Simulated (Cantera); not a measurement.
Charge: 1 mol Si₃N₄, a varied amount of NF₃, equilibrated at 773.15 K and 0.133 bar.

Method: chemical equilibrium by Gibbs-energy minimisation in Cantera with the NASA 1993 tables (ideal gas, pure condensed phases). Candidate condensed phases: Si, Si₃N₄; 16 gas species. Equilibrium is a limit: real reactors are often held back by kinetics, nucleation or transport.

Question: Which condensed phases are stable at each of these points (n(NF₃) (mol)): 1.2, 1.7, 2.1, 2.6, 3.1, 3.5, 4, 4.5, 4.9, 5.4?

Answer: 
```json
[
 {"n(NF₃) (mol)": "1.2", "condensed phases": "Si₃N₄(s)", "Si condensed (%)": "70.0"},
 {"n(NF₃) (mol)": "1.7", "condensed phases": "Si₃N₄(s)", "Si condensed (%)": "57.5"},
 {"n(NF₃) (mol)": "2.1", "condensed phases": "Si₃N₄(s)", "Si condensed (%)": "47.5"},
 {"n(NF₃) (mol)": "2.6", "condensed phases": "Si₃N₄(s)", "Si condensed (%)": "35.0"},
 {"n(NF₃) (mol)": "3.1", "condensed phases": "Si₃N₄(s)", "Si condensed (%)": "22.5"},
 {"n(NF₃) (mol)": "3.5", "condensed phases": "Si₃N₄(s)", "Si condensed (%)": "12.5"},
 {"n(NF₃) (mol)": "4", "condensed phases": "gas only", "Si condensed (%)": "0.0"},
 {"n(NF₃) (mol)": "4.5", "condensed phases": "gas only", "Si condensed (%)": "0.0"},
 {"n(NF₃) (mol)": "4.9", "condensed phases": "gas only", "Si condensed (%)": "0.0"},
 {"n(NF₃) (mol)": "5.4", "condensed phases": "gas only", "Si condensed (%)": "0.0"}
]
```

From 1.2 mol NF₃ to 3.5 mol NF₃ the condensed part is Si₃N₄(s). From 4 mol NF₃ to 5.4 mol NF₃ nothing is condensed.
